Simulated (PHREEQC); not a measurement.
A made-up water analysis in mg/L, 25 °C, pH 6.47, pe -0.3:

```csv
constituent,mg/L
Na,2.12
K,0.062
Ca,0.374
Mg,0.259
Cl,0.633
S(6) as SO4,0.397
Alkalinity as HCO3,6.62
B,0.00038
Ba,0.392
Si as SiO2,0.0645
```

Valence states are taken as typed.

The numbers come from PHREEQC with the ion-association model, phreeqc.dat.

Each row changes one thing in this solution. No solid was allowed to form.

```tsv
case	CO2 (mol/kgw)	CO3-2 (mol/kgw)	H3SiO4- (mol/kgw)	HSO4- (mol/kgw)	MgOH+ (mol/kgw)	H2BO3- (mol/kgw)	SI of Quartz (SiO2)
as made	8.16e-5	1.57e-8	4.74e-10	1.30e-10	1.09e-10	6.05e-11	-1.99
Cl from 0.633 to 0.317 mg/L	8.17e-5	1.57e-8	4.74e-10	1.30e-10	1.09e-10	6.05e-11	-1.99
temperature from 25 to 10 °C at the same typed pH	0.000106	1.09e-8	2.66e-10	9.56e-11	2.62e-11	4.53e-11	…
pH from 6.47 to 5.97 at the same alkalinity	…	5.01e-9	1.50e-10	4.10e-10	…	1.91e-11	-1.99
```

Question: Complete the blanks.

Answer: 
- temperature from 25 to 10 °C at the same typed pH, SI of Quartz (SiO2): -1.76
- pH from 6.47 to 5.97 at the same alkalinity, CO2 (mol/kgw): 0.000260
- pH from 6.47 to 5.97 at the same alkalinity, MgOH+ (mol/kgw): 3.45e-11

Away from 25 °C the constants follow the database's enthalpies or fits; those with neither stay at their 25 °C values.
